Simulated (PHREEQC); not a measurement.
0.034 g of hydrous ferric oxide (600 m²/g; 0.2 weak and 0.005 strong sites per Fe, Dzombak-Morel constants, diffuse double layer) in 1 kg of water with 0.001 mol/kgw of an inert sodium salt, at 25 °C; the pH is set by adding NaOH or the inert anion's acid. Oxygen alone is held at its pressure in air (log pO2 = -0.68). CO2 from the air is kept out. No solid was allowed to form.

Computed with PHREEQC (ion-association model, wateq4f.dat).

| pH | surface charge σ (C/m²) | surface potential ψ (mV) |
|---|---|---|
| 3 | 0.252 | 234 |
| 3.67 | 0.152 | 221 |
| 4.33 | 0.090 | 198 |
| 5 | 0.050 | 169 |
| 5.67 | 0.026 | 137 |
| 6.33 | 0.013 | 101 |
| 7 | 0.006 | 64 |
| 7.67 | 0.002 | 25 |
| 8.33 | -0.001 | -13 |
| 9 | -0.004 | -51 |
| 9.67 | -0.010 | -89 |
| 10.33 | -0.023 | -124 |
| 11 | -0.054 | -155 |

The oxide is taken as insoluble; below pH 4 it would dissolve.
